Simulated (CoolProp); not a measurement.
A simple Rankine cycle with water: condensing at 317.15 K, boiler at 0.491 MPa, turbine inlet 426.3 K, turbine efficiency 0.85, pump efficiency 0.8, no recuperator. Each further row changes one setting.

Model: reference Helmholtz-energy equation of state, Wagner 2002, in CoolProp.

| case | thermal efficiency (%) | net work (kJ/kg) | heat in (kJ/kg) | turbine exit temperature (K) | volume ratio over the turbine |
|---|---|---|---|---|---|
| as stated | 19.8 | 507 | 2570 | 317.2 | 35.9 |
| turbine inlet 446.3 K | 19.8 | 518 | 2610 | 317.2 | 34.6 |
| condensing temperature 309.15 K | 21.1 | 550 | 2600 | 309.2 | 53.0 |
| boiler pressure 0.344 MPa | 18.1 | 467 | 2580 | 317.2 | 25.4 |
| turbine efficiency 0.75 | 17.4 | 448 | 2570 | 317.2 | 36.9 |

The expansion ends wet for: as stated; turbine inlet 446.3 K; condensing temperature 309.15 K; boiler pressure 0.344 MPa; turbine efficiency 0.75.
